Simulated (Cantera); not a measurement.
Input: 1 mol SiHCl3, 0.02 mol CH4, 120 mol H2, 0.57 mol C2H2, equilibrated at 10000 Pa.

These are equilibrium values from Cantera (NASA tables, ideal gas, pure condensed phases), not measurements of a reactor. Candidate condensed phases: C, C6H6, C7H8, C8H18, Si, SiC; 109 gas species. Gases not in the tables: Si2H6 and higher silanes. Equilibrium is a limit: real reactors are often held back by kinetics, nucleation or transport.

Which condensed phases are stable at each of these points (T (K)): 1225, 1325, 1425, 1525, 1625, 1725, 1825, 1925, 2025, 2125?


```
T (K)      condensed phases  Si condensed (%)
-----  --------------------  ----------------
1225   C(graphite) + SiC(s)              99.9
1325   C(graphite) + SiC(s)              99.9
1425   C(graphite) + SiC(s)              99.9
1525   C(graphite) + SiC(s)              99.8
1625   C(graphite) + SiC(s)              99.7
1725   C(graphite) + SiC(s)              99.6
1825   C(graphite) + SiC(s)              99.4
1925   C(graphite) + SiC(s)              99.0
2025                 SiC(s)              98.0
2125                 SiC(s)              94.4
```

From 1225 K to 1925 K the condensed part is C(graphite) + SiC(s). From 2025 K to 2125 K the condensed part is SiC(s).
